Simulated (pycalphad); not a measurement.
All values are pycalphad results on the COST 507 light-alloy database (1999) (1 atm), not direct measurements. No gas phase is included, though pure Si would boil below 3250 K. The data set is of 1999 and partly superseded. Amounts are mole fractions of atoms.

Problem. Give the equilibrium state of Si-34.57C (wt.%) at 2500 K.

Solution. CSI, fraction 0.895, with 30.0 C wt.%; GRAPHITE, fraction 0.105, with 100 C wt.%.

Problem. Give the equilibrium state of Si-34.57C (wt.%) at 3250 K.

Solution. LIQUID, fraction 0.577, with 11.1 C wt.%; GRAPHITE, fraction 0.423, with 100 C wt.%.

Database names, with the compositions (at.%) that they take in these runs: CSI: Si 50 C 50.
